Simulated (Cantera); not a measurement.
A freely propagating, adiabatic, planar premixed flame of 50.2 % H2, 10.4 % O2, 39.3 % N2, equivalence ratio 2.4, unburnt at 700 K and 2.00 bar; multicomponent transport, grid criteria slope 0.08 and curve 0.16, no radiation.

Cantera simulation using the H2/O2 subset of GRI-Mech 3.0, which has no nitrogen chemistry; the numbers are that mechanism's predictions, not measurements. Burning velocities carry a grid error of a few per cent, more on coarse grids.

Q: Predict: laminar burning velocity; thermal thickness; peak x(H2O2); peak x(H); peak x(O); peak x(HO2).

A: 
- laminar burning velocity = 1170 cm/s
- thermal thickness = 0.206 mm
- peak x(H2O2) = 7.67e-6
- peak x(H) = 0.0811
- peak x(O) = 0.00280
- peak x(HO2) = 0.000321
